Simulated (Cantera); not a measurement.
What does this Cantera script print?

```python
import numpy as np
import cantera as ct

gas = ct.Solution("gri30.yaml")
gas.TPX = 1525, 500000, {'CH4': 1, 'CO': 0.13, 'O2': 1.48, 'N2': 5.55}
reactor = ct.IdealGasConstPressureReactor(gas, energy="on", clone=False)
net = ct.ReactorNet([reactor])
net.rtol, net.atol = 1e-08, 1e-16
show = ['CH4', 'CO', 'O2', 'N2O', 'HCN', 'CH2CO']
times = np.geomspace(4e-06, 0.8, 13)

steps = ct.SolutionArray(gas, extra=["t"])
rows = []
print(f"{'t/s':>10s}{'T/K':>9s}{'P/Pa':>11s}" + "".join(f"{s:>11s}" for s in show))
for t in times:
    while net.time < t:
        t_next = net.step()
        steps.append(gas.state, t=t_next)
    rows.append([np.interp(t, steps.t, y) for y in (steps.T, steps.P, *steps(*show).X.T)])
    print(f"{t:10.3e}{rows[-1][0]:9.1f}{rows[-1][1]:11.4g}" + "".join(f"{x:11.3e}" for x in rows[-1][2:]))
rate = np.gradient(steps.T, steps.t)
print("integrator steps:", len(steps.t))
if steps.T.max() > steps.T[0] + 200:
    print(f"time of steepest temperature rise: {steps.t[rate.argmax()]:.4e} s")
gas.TPX = 1525, 500000, {'CH4': 1, 'CO': 0.13, 'O2': 1.48, 'N2': 5.55}
gas.equilibrate("HP")
print(f"equilibrium (HP): T = {gas.T:.1f} K  " + "  ".join(f"{s} {gas[s].X[0]:.3e}" for s in show))
```

It prints:

```
       t/s      T/K       P/Pa        CH4         CO         O2        N2O        HCN      CH2CO
 4.000e-06   1525.0      5e+05  1.225e-01  1.593e-02  1.814e-01  1.202e-11  2.129e-17  2.960e-11
 1.106e-05   1525.0      5e+05  1.225e-01  1.593e-02  1.814e-01  6.995e-11  2.101e-16  2.813e-10
 3.059e-05   1525.1      5e+05  1.224e-01  1.593e-02  1.813e-01  3.337e-10  2.666e-15  3.415e-09
 8.459e-05   1527.5      5e+05  1.216e-01  1.595e-02  1.809e-01  1.570e-09  3.540e-14  1.051e-07
 2.339e-04   1560.1      5e+05  1.140e-01  1.746e-02  1.757e-01  1.526e-08  1.595e-12  1.487e-05
 6.469e-04   2853.9      5e+05  1.543e-12  8.797e-02  1.532e-03  3.030e-07  3.733e-08  1.571e-14
 1.789e-03   2849.8      5e+05  1.604e-12  8.818e-02  1.460e-03  3.302e-07  5.063e-08  1.608e-14
 4.947e-03   2849.8      5e+05  1.604e-12  8.818e-02  1.460e-03  3.304e-07  5.074e-08  1.609e-14
 1.368e-02   2849.8      5e+05  1.604e-12  8.818e-02  1.460e-03  3.304e-07  5.074e-08  1.609e-14
 3.783e-02   2849.8      5e+05  1.604e-12  8.818e-02  1.460e-03  3.304e-07  5.074e-08  1.609e-14
 1.046e-01   2849.8      5e+05  1.604e-12  8.818e-02  1.460e-03  3.304e-07  5.074e-08  1.609e-14
 2.893e-01   2849.8      5e+05  1.604e-12  8.818e-02  1.460e-03  3.304e-07  5.074e-08  1.609e-14
 8.000e-01   2849.8      5e+05  1.604e-12  8.818e-02  1.460e-03  3.304e-07  5.074e-08  1.609e-14
integrator steps: 1965
time of steepest temperature rise: 3.2072e-04 s
equilibrium (HP): T = 2849.8 K  CH4 1.886e-12  CO 8.818e-02  O2 1.460e-03  N2O 3.304e-07  HCN 5.074e-08  CH2CO 1.730e-14
```

Detailed kinetics in Cantera: GRI-Mech 3.0 (53 species, 325 reactions).
